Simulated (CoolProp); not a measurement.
Vapour-liquid equilibrium of CH2F2 (R32) (1) + R134a (2) at -5.65 °C; x and y are mole fractions of (1).

The numbers come from the multi-fluid Helmholtz-energy mixture model, Tillner-Roth 1997 and Tillner-Roth 1994; pair parameters Lemmon 2004 in CoolProp.

Task: Give the bubble pressure and the first vapour's composition at x = 0.425, 0.575, 0.95. Is there an azeotrope?

Result: x = 0.425: 0.4213 MPa, y = 0.651; x = 0.575: 0.4857 MPa, y = 0.769; x = 0.95: 0.6527 MPa, y = 0.978. No azeotrope shows between x = 0.05 and 0.95.

Pair parameters are fitted to limited data, so mixtures are less certain than the pure fluids.
